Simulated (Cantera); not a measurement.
Charge: 1 mol Cu, 6.2 mol HF, 0.34 mol N2, equilibrated at 8.50 Pa.

Cantera equilibrium calculation (NASA polynomials, part measured and part estimated; ideal gas, pure solids and liquids). Candidate condensed phases: Cu, CuF2; 25 gas species. The numbers say what is thermodynamically allowed, not how fast it happens.

**Question.** Which condensed phases are stable at each of these points (T (°C)): 700, 800, 900, 1000, 1100, 1200, 1300?

**Answer.** 
```tsv
T (°C)	condensed phases	Cu condensed (%)
700	Cu(s)	100.0
800	Cu(s)	100.0
900	Cu(s)	99.7
1000	Cu(s)	98.4
1100	Cu(l)	90.8
1200	Cu(l)	49.4
1300	gas only	0.0
```

From 700 °C to 1000 °C the condensed part is Cu(s). From 1100 °C to 1200 °C the condensed part is Cu(l). At 1300 °C nothing is condensed.
